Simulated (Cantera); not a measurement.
Input: 1 mol TEOS, 1.4 mol CO₂, at 1250 °C.

Equilibrium computed with Cantera from the NASA thermochemical tables; the gas is ideal and each condensed phase is pure. Candidate condensed phases: C, C₆H₆, C₇H₈, C₈H₁₈, H₂O, Si, SiC, SiO₂; 123 gas species. The feed counts by its element totals alone. The tables hold silica as quartz up to 1696 K and as liquid above; real silica turns to tridymite and cristobalite and melts near 1996 K. The numbers say what is thermodynamically allowed, not how fast it happens.

x: gas mole fraction; n: condensed amount in mol.

```tsv
P (Pa)	x H₂	x CO	x H	x CH₄	x SiO	x H₂O	n C(graphite)	n SiC(s)	n SiO₂(β-quartz)
5	0.593	0.403	0.00252	4.05e-8	0.000870	1.74e-8	1.63	0.985	0
15	0.594	0.404	___	___	0.000870	___	1.63	0.985	0
45	0.595	0.404	0.000842	3.66e-7	0.000871	1.57e-7	1.63	0.985	0
140	0.595	0.404	0.000477	1.14e-6	0.000871	4.90e-7	1.63	0.985	0
410	0.595	0.404	0.000279	3.34e-6	0.000871	1.44e-6	1.63	0.985	0
1200	0.595	0.404	___	___	0.000871	___	1.63	0.985	0
3700	0.595	0.404	9.29e-5	3.02e-5	0.000871	1.30e-5	1.63	0.985	0
11000	0.675	0.325	5.73e-5	0.000115	0.000579	3.51e-5	4.59	0	0.991
33000	0.675	0.324	3.31e-5	0.000346	6.44e-5	0.000105	4.60	0	0.999
100000	0.674	0.324	1.90e-5	0.00105	7.01e-6	0.000319	4.59	0	1.000
```

Problem. Fill in the missing entries.

Solution. 
- 1200, x H: 0.000163
- 1200, x CH₄: 9.78e-6
- 1200, x H₂O: 4.20e-6
- 15, x H: 0.00146
- 15, x CH₄: 1.22e-7
- 15, x H₂O: 5.24e-8
